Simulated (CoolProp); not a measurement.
C3F8 (R218) along the isotherm 166.85 °C: Z from the reference equation and from simpler models built on Tc = 71.9 °C, pc = 2.640 MPa, ω = 0.317; each cubic takes its own stable root.

Values from CoolProp's reference Helmholtz-energy equation of state, Lemmon 2006. It is a short technical equation, of lower accuracy than the large ones.

```json
[
 {"p (MPa)": "0.0632", "phase": "gas", "reference": "0.9968"},
 {"p (MPa)": "0.12", "phase": "gas", "reference": "0.9939"},
 {"p (MPa)": "0.227", "phase": "gas", "reference": "0.9885"},
 {"p (MPa)": "0.431", "phase": "gas", "reference": "0.9780"},
 {"p (MPa)": "0.817", "phase": "gas", "reference": "0.9580"},
 {"p (MPa)": "1.55", "phase": "gas", "reference": "0.9192"},
 {"p (MPa)": "2.94", "phase": "supercritical", "reference": "0.8439"},
 {"p (MPa)": "5.57", "phase": "supercritical", "reference": "0.7236"},
 {"p (MPa)": "10.5", "phase": "supercritical", "reference": "0.7147"},
 {"p (MPa)": "20", "phase": "supercritical", "reference": "0.9994"}
]
```

Q: How far does each simpler model (van der Waals, Redlich-Kwong, Soave-Redlich-Kwong, Peng-Robinson) lie from the reference over these 10 states: mean and median of the absolute difference, and the worst?

A: 
- van der Waals: mean 4.1 %, median 1.6 %, worst -14.7 % at 166.85 °C and 5.57 MPa
- Redlich-Kwong: mean 2.4 %, median 1.5 %, worst -7.7 % at 166.85 °C and 5.57 MPa
- Soave-Redlich-Kwong: mean 1.7 %, median 0.2 %, worst +7.7 % at 166.85 °C and 10.5 MPa
- Peng-Robinson: mean 1.1 %, median 0.4 %, worst -6.3 % at 166.85 °C and 20 MPa
